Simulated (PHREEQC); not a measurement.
# Acid rinse or clean (model solution)

Solution (20 °C): 2.1 mmol/kgw H2SO4 and 19 mmol/kgw AlCl3. Closed to the air; pH follows from the charge balance.

Model: ion-association model, phreeqc.dat, run in PHREEQC.

Precipitation was switched off in this run.

Question: Estimate the pH, ionic strength.

Answer: pH 2.47; ionic strength 0.110 mol/kgw.

Question: In which forms is Al present?

Answer: Al+3 91 %, AlSO4+ 8.6 % of the Al.
